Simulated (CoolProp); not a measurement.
The numbers come from the reference Helmholtz-energy equation of state, Thol 2022 in CoolProp.

### Question
Give the vapour pressure (bar), liquid density (kg/m³), enthalpy of vaporisation (kJ/kg), vapour Z of saturated vinyl chloride at 284.5, 339.6 K.

### Answer
```csv
T (K),p (bar),liquid density (kg/m³),enthalpy of vaporisation (kJ/kg),vapour Z
284.5,2.57,925,334,0.944
339.6,11.6,815,280,0.838
```
